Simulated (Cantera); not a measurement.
## Hydrogen reduction and annealing atmospheres: ZrO2 + H2 + H2O

Input: 1 mol ZrO2, 30 mol H2, 1 mol H2O, at 1875 °C.

Method: chemical equilibrium by Gibbs-energy minimisation in Cantera with the NASA 1993 tables (ideal gas, pure condensed phases). Candidate condensed phases: H2O, Zr, ZrO2; 12 gas species. The numbers say what is thermodynamically allowed, not how fast it happens.

| P (Pa) | x H2 | x H | x H2O | x OH | x O | x O2 | n ZrO2(tetragonal) |
|---|---|---|---|---|---|---|---|
| 10 | 0.640 | 0.333 | 0.0246 | 0.00165 | 0.000605 | 9.86e-6 | 1.000 |
| 68 | 0.825 | 0.145 | 0.0292 | 0.000661 | 8.20e-5 | 1.23e-6 | 1.000 |
| 460 | 0.910 | 0.0586 | 0.0310 | 0.000257 | 1.17e-5 | 1.69e-7 | 1.000 |
| 3200 | 0.945 | 0.0227 | 0.0318 | 9.81e-5 | 1.66e-6 | 2.36e-8 | 1.000 |
| 22000 | 0.959 | 0.00870 | 0.0321 | 3.75e-5 | 2.40e-7 | 3.40e-9 | 1.00 |
| 150000 | 0.964 | 0.00334 | 0.0322 | 1.44e-5 | 3.51e-8 | 4.97e-10 | 1.00 |
| 1000000 | 0.966 | 0.00130 | 0.0322 | 5.56e-6 | 5.26e-9 | 7.44e-11 | 1.00 |
x: gas mole fraction; n: condensed amount in mol.

From 10.0 Pa to 10.0 bar the condensed part is ZrO2(tetragonal).
